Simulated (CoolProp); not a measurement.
Vapour-liquid equilibrium of cyclohexane (1) + dimethyl carbonate (2) at 3.16 bar; x and y are mole fractions of (1).

The numbers come from the multi-fluid Helmholtz-energy mixture model, Zhou 2014 and Zhou 2011; pair parameters Bell 2016 in CoolProp.

```csv
x,bubble temperature (°C),y at the bubble point,dew temperature at overall composition x (°C),liquid density (mol/L)
0.05,126.2,0.140,129.0,10.04
0.125,121.6,0.281,126.6,9.869
0.2,118.6,0.373,124.2,9.681
0.275,116.7,0.436,121.8,9.489
0.35,115.5,0.483,119.3,9.300
0.425,114.8,0.520,117.0,9.119
0.5,114.4,0.551,115.1,8.949
0.575,114.2,0.582,114.2,8.789
0.65,114.3,0.615,114.7,8.640
0.725,114.7,0.653,116.1,8.501
0.8,115.6,0.703,118.0,8.369
0.875,117.3,0.774,120.2,8.240
0.95,120.5,0.886,122.4,8.105
```

y crosses x between x = 0.575 and 0.65: the model has an azeotrope there.

The pair parameters rest on a limited set of measurements; away from them the model extrapolates.
